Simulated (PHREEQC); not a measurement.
Synthetic water in mmol/kgw, 20 °C, pH 2.14, pe 8:

```json
[
 {"constituent": "Na", "mmol/kgw": "49.6"},
 {"constituent": "K", "mmol/kgw": "14"},
 {"constituent": "Ca", "mmol/kgw": "19.3"},
 {"constituent": "Mg", "mmol/kgw": "3.95"},
 {"constituent": "Cl", "mmol/kgw": "7.2"},
 {"constituent": "S(6)", "mmol/kgw": "57.1"},
 {"constituent": "Zn", "mmol/kgw": "0.981"}
]
```

Valence states are taken as typed.

The numbers come from PHREEQC with the ion-association model, wateq4f.dat.

Each row changes one thing in this solution. No solid was allowed to form.

```
case                                               ionic strength (mol/kgw)  Na+ (mol/kgw)  SO4-2 (mol/kgw)  K+ (mol/kgw)  Ca+2 (mol/kgw)  HSO4- (mol/kgw)  SI of Gypsum (CaSO4:2H2O)  SI of Halite (NaCl)
-------------------------------------------------  ------------------------  -------------  ---------------  ------------  --------------  ---------------  -------------------------  -------------------
as made                                                               0.139         0.0471           0.0333        0.0131          0.0108          0.00939                      +0.22                -5.29
Ca from 19.3 to 57.9 mmol/kgw                                         0.179         0.0478           0.0261        0.0133          0.0382          0.00687                      +0.59                -5.30
temperature from 20 to 15 °C at the same typed pH                       [?]         0.0471           0.0342        0.0131          0.0109          0.00873                      +0.24                -5.27
all concentrations times 4 at the same typed pH                       0.487          0.176              [?]        0.0487          0.0351           0.0237                      +0.94                -4.20
```

Task: Fill in the missing entries.

Result: 
- temperature from 20 to 15 °C at the same typed pH, ionic strength (mol/kgw): 0.140
- all concentrations times 4 at the same typed pH, SO4-2 (mol/kgw): 0.120

Some of these states are supersaturated (in Gypsum, for instance).
